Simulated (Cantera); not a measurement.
Feed: 1 mol CuO, 5.3 mol CH4, 0.015 mol CO, 1.7 mol C, equilibrated at 10.0 mbar.

These are equilibrium values from Cantera (NASA tables, ideal gas, pure condensed phases), not measurements of a reactor. Candidate condensed phases: C, C6H6, C7H8, C8H18, Cu, CuO, Cu(OH)2, Cu2O, H2O; 113 gas species. Equilibrium is a limit: real reactors are often held back by kinetics, nucleation or transport.

**Question.** Which condensed phases are stable at each of these points (T (K)): 1723, 1798, 1873, 1948, 2023, 2098, 2173, 2248, 2323?

**Answer.** 
```
T (K)     condensed phases  Cu condensed (%)
-----  -------------------  ----------------
1723   C(graphite) + Cu(l)              74.6
1798   C(graphite) + Cu(l)              34.7
1873           C(graphite)               0.0
1948           C(graphite)               0.0
2023           C(graphite)               0.0
2098           C(graphite)               0.0
2173           C(graphite)               0.0
2248           C(graphite)               0.0
2323           C(graphite)               0.0
```

From 1723 K to 1798 K the condensed part is C(graphite) + Cu(l). From 1873 K to 2323 K the condensed part is C(graphite).
